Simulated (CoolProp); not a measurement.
A simple Rankine cycle with chlorine: condensing at 295.15 K, boiler at 3.18 MPa, turbine inlet 401.8 K, turbine efficiency 0.85, pump efficiency 0.8, no recuperator. Each further row changes one setting.

The numbers come from the reference Helmholtz-energy equation of state, Thol 2021 in CoolProp.

| case | thermal efficiency (%) | net work (kJ/kg) | heat in (kJ/kg) | turbine exit temperature (K) | volume ratio over the turbine |
|---|---|---|---|---|---|
| as stated | 14.2 | 40.3 | 285 | 295.1 | 3.47 |
| turbine inlet 421.8 K | 14.6 | 43.6 | 299 | 303.3 | 3.39 |
| condensing temperature 287.15 K | 15.7 | 45.9 | 293 | 287.1 | 4.25 |
| boiler pressure 2.23 MPa | 11.6 | 34.2 | 295 | 313.3 | 2.52 |
| turbine efficiency 0.75 | 12.4 | 35.3 | 285 | 295.1 | 3.54 |

The expansion ends wet for: as stated; condensing temperature 287.15 K; turbine efficiency 0.75.
